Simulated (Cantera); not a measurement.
A closed system holds: 1 mol Si, 6.4 mol HBr, a varied amount of N2, equilibrated at 677 °C and 3.60 mbar.

These are equilibrium values from Cantera (NASA tables, ideal gas, pure condensed phases), not measurements of a reactor. Candidate condensed phases: Br2, Si, Si3N4; 28 gas species. N2 is the only nitrogen source here; it is nearly inert below about 1500 K, so the nitride shown seldom forms there in practice. The tables' values for SiBr3 are old estimates; treat these amounts as uncertain. The numbers say what is thermodynamically allowed, not how fast it happens.

Q: At 0.54 mol N2, list the 4 most abundant gas species with their mole fractions, and the condensed phases.

A: HBr 0.634, H2 0.211, SiBr4 0.105, N2 0.0495. Condensed: Si3N4(s).
